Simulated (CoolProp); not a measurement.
Saturation properties of dimethyl carbonate (Tc = 283.9 °C, pc = 49.09 bar, ω = 0.346).

Model: reference Helmholtz-energy equation of state, Zhou 2011, in CoolProp.

| T (°C) | p (bar) | vapour density (kg/m³) | enthalpy of vaporisation (kJ/kg) |
|---|---|---|---|
| 16.55 | 0.04638 | 0.1739 | 424.8 |
| 26.85 | 0.07983 | 0.2895 | 418.0 |
| 37.15 | 0.1316 | 0.4623 | 411.2 |
| 47.55 | 0.2096 | 0.7144 | 404.3 |
| 57.85 | 0.3210 | 1.064 | 397.5 |
| 68.15 | 0.4767 | 1.539 | 390.6 |
| 78.45 | 0.6886 | 2.169 | 383.7 |
| 88.75 | 0.9702 | 2.988 | 376.6 |
| 99.05 | 1.336 | 4.034 | 369.3 |
| 109.35 | 1.804 | 5.346 | 361.9 |
| 119.65 | 2.391 | 6.972 | 354.2 |
| 129.95 | 3.116 | 8.963 | 346.3 |
| 140.25 | 3.999 | 11.38 | 338.0 |
| 150.55 | 5.064 | 14.28 | 329.4 |

It boils at 90.1 °C under 1 atm.
